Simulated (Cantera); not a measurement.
A perfectly stirred reactor is fed with H2 : O2 : N2 = 0.9 : 1 : 14 (molar parts), equivalence ratio 0.45, at 0.132 atm; it is held at 1100 K, and followed from long to short residence time.

Detailed kinetics in Cantera: the H2/O2 subset of GRI-Mech 3.0, which has no nitrogen chemistry. The temperature is held fixed by assumption; the heat of reaction is taken as removed at once.

Question: What does this change do: O2 1 to 0.23 parts?

Answer: 
| quantity | before | after |
|---|---|---|
| x(H2) at τ = 1.50 s | 0.000183 | 0.0287 |
| x(O2) at τ = 1.50 s | 0.0356 | 3.78e-5 |
| x(HO2) at τ = 1.50 s | 1.82e-6 | 3.56e-9 |
| x(H) at τ = 1.50 s | 3.41e-5 | 0.00180 |
| x(H2O) at τ = 1.50 s | 0.0580 | 0.0308 |
| x(H2) at τ = 44.0 ms | 0.00160 | 0.0257 |
| x(O2) at τ = 44.0 ms | 0.0361 | 0.000287 |
| x(HO2) at τ = 44.0 ms | 3.32e-6 | 2.69e-8 |
| x(H) at τ = 44.0 ms | 0.00106 | 0.00871 |
| x(H2O) at τ = 44.0 ms | 0.0558 | 0.0301 |

Question: What does this change do: temperature 1100 to 1200 K?

Answer: 
```
quantity                 before     after
---------------------  --------  --------
x(H2) at τ = 1.50 s    0.000183  0.000148
x(O2) at τ = 1.50 s      0.0356    0.0356
x(HO2) at τ = 1.50 s    1.82e-6   1.29e-6
x(H) at τ = 1.50 s      3.41e-5   4.35e-5
x(H2O) at τ = 1.50 s     0.0580    0.0580
x(H2) at τ = 44.0 ms    0.00160   0.00135
x(O2) at τ = 44.0 ms     0.0361    0.0358
x(HO2) at τ = 44.0 ms   3.32e-6   2.59e-6
x(H) at τ = 44.0 ms     0.00106   0.00134
x(H2O) at τ = 44.0 ms    0.0558    0.0557
```
